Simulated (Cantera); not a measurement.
An isothermal, constant-pressure homogeneous reactor starts with NH3 : H2 = 1 : 0.3 (molar parts), at 2025 K and 19000 Pa.

Detailed kinetics in Cantera: the gas-phase N/H chemistry of the illustrative SiF4/NH3 mechanism in the Surface Chemkin manual (1991). Walls and surfaces, which speed up NH3 decomposition in real reactors, are not modelled.

One state of this run: x NH3 = 2.91e-5; x H2 = 0.779; x N2H4 = <1e-12; x N2H2 = 2.88e-12; x N2 = 0.217; x NH = 6.98e-8; x H = 0.00392. x: mole fraction; the columns are a selection and need not sum to one.

### Question
Which value of t (s) does it belong to?
A. 80.0
B. 1.53
C. 0.0293
D. 5.72

### Answer
D, 5.72
